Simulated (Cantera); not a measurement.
An isothermal, constant-pressure homogeneous reactor starts with CO : O2 : H2O : N2 = 0.011 : 0.033 : 0.00043 : 1 (molar parts), equivalence ratio 0.17, at 1273 K and 0.375 atm.

Cantera simulation using GRI-Mech 3.0 (53 species, 325 reactions); the numbers are that mechanism's predictions, not measurements.

x: mole fraction; the columns are a selection and need not sum to one.

```tsv
t (s)	x CO	x O2	x H2O	x H2O2	x OH	x CO2
1.00e-6	0.0105	0.0316	0.000412	<1e-12	<1e-12	1.86e-11
3.74e-6	0.0105	0.0316	0.000412	<1e-12	<1e-12	6.95e-11
1.40e-5	0.0105	0.0316	0.000412	<1e-12	<1e-12	2.60e-10
5.23e-5	0.0105	0.0316	0.000412	<1e-12	2.30e-12	9.73e-10
0.000196	0.0105	0.0316	0.000412	<1e-12	2.40e-11	3.66e-9
0.000731	0.0105	0.0316	0.000412	<1e-12	2.88e-10	1.45e-8
0.00273	0.0105	0.0316	0.000412	<1e-12	[?]	9.63e-8
0.0102	0.0105	0.0316	0.000411	1.43e-10	[?]	1.56e-5
0.0382	0.00274	0.0274	0.000343	1.11e-8	[?]	0.00783
0.143	0.000172	0.0265	0.000405	2.40e-9	[?]	0.0104
0.535	1.11e-5	0.0265	0.000412	2.22e-10	[?]	0.0106
2.00	6.04e-7	0.0265	0.000413	2.30e-11	[?]	0.0106
```

Task: Complete the blanks.

Result: 
- 0.00273, x OH: 4.39e-9
- 0.0102, x OH: 8.88e-7
- 0.0382, x OH: 5.36e-5
- 0.143, x OH: 1.47e-5
- 0.535, x OH: 4.15e-6
- 2.00, x OH: 1.32e-6
